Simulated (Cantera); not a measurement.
## Moist CO burnout

An isothermal, constant-pressure homogeneous reactor starts with CO : O2 : H2O : N2 : H2 = 0.0064 : 0.013 : 0.0017 : 1 : 0.0019 (molar parts), at 1225 K and 0.503 atm.

Computed with Cantera and GRI-Mech 3.0 (53 species, 325 reactions).

| t (s) | x CO | x O2 | x H2O | x H2O2 | x NO | x N2O |
|---|---|---|---|---|---|---|
| 0.000200 | 0.00626 | 0.0127 | 0.00166 | <1e-12 | <1e-12 | <1e-12 |
| 0.000540 | 0.00626 | 0.0127 | 0.00166 | 1.85e-12 | <1e-12 | <1e-12 |
| 0.00146 | 0.00625 | 0.0127 | 0.00167 | 2.04e-9 | 1.13e-12 | 1.52e-10 |
| 0.00394 | 0.00407 | 0.0105 | 0.00310 | 7.91e-8 | 2.31e-7 | 1.10e-7 |
| 0.0106 | 0.00160 | 0.00939 | 0.00337 | 6.63e-8 | 5.03e-7 | 2.06e-7 |
| 0.0287 | 0.000416 | 0.00886 | 0.00349 | 3.36e-8 | 5.66e-7 | 2.81e-7 |
| 0.0775 | 7.96e-5 | 0.00872 | 0.00352 | 9.58e-9 | 5.79e-7 | 3.46e-7 |
| 0.209 | 1.19e-5 | 0.00869 | 0.00353 | 1.94e-9 | 5.82e-7 | 3.76e-7 |
| 0.565 | 1.47e-6 | 0.00869 | 0.00353 | 3.55e-10 | 5.84e-7 | 3.64e-7 |
| 1.52 | 1.50e-7 | 0.00869 | 0.00353 | 7.43e-11 | 5.87e-7 | 2.96e-7 |
| 4.12 | 1.59e-8 | 0.00869 | 0.00353 | 2.37e-11 | 5.89e-7 | 1.61e-7 |
| 11.1 | 4.98e-9 | 0.00869 | 0.00353 | 1.10e-11 | 5.90e-7 | 3.27e-8 |
| 30.0 | 3.03e-9 | 0.00869 | 0.00353 | 7.17e-12 | 5.90e-7 | 3.39e-9 |
x: mole fraction; the columns are a selection and need not sum to one.

Equilibrium at this temperature and pressure: CO 2.95e-9, O2 0.00866, H2O 0.00353, H2O2 7.01e-12, NO 5.37e-5, N2O 2.96e-9 (gas phase only).
